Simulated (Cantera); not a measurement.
Input (Python, Cantera) and output of one run.

```python
import numpy as np
import cantera as ct

gas_names = """
    CL CL2 H HCL H2 Si SiCL SiCL2 SiCL3 SiCL4 SiH SiHCL3 SiH2 SiH2CL2 SiH3 SiH3CL SiH4 Si2 Si3
""".split()
cond_names = """
    Si(cr) Si(L)
""".split()


# ... load() reads the species with a 1 bar reference pressure and builds the phases ...
atoms = {
    'SiCl4': {'Si': 1, 'CL': 4},
    'HCl': {'H': 1, 'CL': 1},
    'H2': {'H': 2},
}
top_T = {}  # K; cautious upper limits of use, not melting points


# ... equilibrate(T, P, feed) seeds the gas with the atoms and calls Mixture.equilibrate('TP', solver="vcs", rtol=1e-11, max_steps=5000) ...
results = []
feed = {'SiCl4': 1, 'HCl': 1.3, 'H2': 13}  # mol
T = 1650  # K
P = 88000  # Pa
mix = equilibrate(T, P, feed)
results.append((T, P, feed, dict(zip(mix.species_names, mix.species_moles))))
print(gas.report(threshold=1e-05))
for i in range(1, mix.n_phases):
    print(f"{mix.phase(i).name:16s} {mix.phase_moles(i):12.5e} mol")
```

It prints:

```
       temperature   1650 K
          pressure   88000 Pa
           density   0.096983 kg/m^3
  mean mol. weight   15.119 kg/kmol
   phase of matter   gas

                          1 kg             1 kmol
                     ---------------   ---------------
          enthalpy        7.8143e+05        1.1815e+07  J
   internal energy       -1.2594e+05       -1.9042e+06  J
           entropy             14127        2.1358e+05  J/K
    Gibbs function       -2.2527e+07        -3.406e+08  J
 heat capacity c_p            2340.4             35386  J/K
 heat capacity c_v            1790.5             27071  J/K

                      mass frac. Y      mole frac. X     chem. pot. / RT
                     ---------------   ---------------   ---------------
                CL        3.7762e-05        1.6105e-05           -24.595
                 H         5.605e-06        8.4071e-05           -9.6477
               HCL           0.44406           0.18416           -34.243
                H2           0.10049           0.75365           -19.295
             SiCL2           0.29604          0.045218            -55.28
             SiCL3          0.083161         0.0093527           -79.875
             SiCL4          0.047705         0.0042457           -104.47
            SiHCL3          0.026134         0.0029173           -89.523
           SiH2CL2         0.0022867         0.0003423           -74.575
            SiH3CL        5.3255e-05        1.2097e-05           -59.628
     [   +9 minor]        2.0938e-05        6.1592e-06

Si(cr)            0.00000e+00 mol
```

These are equilibrium values from Cantera (NASA tables, ideal gas, pure condensed phases), not measurements of a reactor. The tables' values for SiCl3 are old estimates; treat these amounts as uncertain.
